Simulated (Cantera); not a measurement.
Charge: 1 mol TEOS, a varied amount of NO, 3.8 mol N₂, at 2123 K and 0.100 bar.

Method: chemical equilibrium by Gibbs-energy minimisation in Cantera with the NASA 1993 tables (ideal gas, pure condensed phases). Candidate condensed phases: C, C₆H₆, C₇H₈, C₈H₁₈, H₂O, Si, SiC, SiO₂, Si₂N₂O, Si₃N₄; 151 gas species. The feed counts by its element totals alone. The tables hold silica as quartz up to 1696 K and as liquid above; real silica turns to tridymite and cristobalite and melts near 1996 K. Gases not in the tables: Si(OH)₄, Si₂H₆ and higher silanes. The numbers say what is thermodynamically allowed, not how fast it happens.

Q: Which condensed phases are stable at each of these points (n(NO) (mol)): 3.1, 4.2, 5.7, 7.6, 10, 14, 19, 25?

A: 
```tsv
n(NO) (mol)	condensed phases	Si condensed (%)
3.1	SiC(s)	86.4
4.2	SiC(s)	35.5
5.7	gas only	0.0
7.6	SiO₂(l)	47.7
10	SiO₂(l)	77.7
14	SiO₂(l)	92.1
19	SiO₂(l)	97.7
25	SiO₂(l)	99.7
```

From 3.1 mol NO to 4.2 mol NO the condensed part is SiC(s). At 5.7 mol NO nothing is condensed. From 7.6 mol NO to 25 mol NO the condensed part is SiO₂(l). The share of Si in condensed phases is highest at 25 mol NO (99.7 %) and lowest at 5.7 mol NO (0.0 %).
